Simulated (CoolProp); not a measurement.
Tetradecamethylhexasiloxane (MD4M) at several states: density (kg/m³) from the reference equation and from simpler models built on Tc = 653.2 K, pc = 828.6 kPa, ω = 0.800; each cubic takes its own stable root.

The numbers come from the reference Helmholtz-energy equation of state, Thol 2019 in CoolProp.

| T (K) | p (kPa) | phase | reference |
|---|---|---|---|
| 286.4 | 26.6 | liquid | 898.0 |
| 516.9 | 2750 | liquid | 676.3 |
| 324.2 | 36.7 | liquid | 861.5 |
| 475.4 | 98.2 | liquid | 707.7 |

Problem. How far does each simpler model (Redlich-Kwong, Soave-Redlich-Kwong) lie from the reference over these 4 states: mean and median of the absolute difference, and the worst?

Solution. 
- Redlich-Kwong: mean 38.9 %, median 21.0 %, worst -98.2 % at 475.4 K and 98.2 kPa
- Soave-Redlich-Kwong: mean 12.9 %, median 13.0 %, worst -16.9 % at 286.4 K and 26.6 kPa

At some of these states Redlich-Kwong gives the other phase, because its saturation line lies elsewhere.
